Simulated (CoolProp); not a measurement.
Properties of oxygen along the isotherm 108.2 K (Tc = 154.6 K, pc = 5.046 MPa, ω = 0.022).

Model: reference Helmholtz-energy equation of state, Schmidt 1985, in CoolProp.

```csv
p (MPa),phase,cp (kJ/(kg K)),speed of sound (m/s)
0.0798,gas,?,196.8
0.164,gas,?,195.1
0.336,gas,1.003,191.3
0.691,liquid,1.789,752.5
1.42,liquid,1.779,758.2
2.91,liquid,1.761,769.4
5.98,liquid,1.730,790.9
12.3,liquid,?,830.0
25.2,liquid,1.616,896.0
```

Q: Some entries are withheld; supply them.

A: 
- 0.0798, cp (kJ/(kg K)): 0.9274
- 0.164, cp (kJ/(kg K)): 0.9483
- 12.3, cp (kJ/(kg K)): 1.681
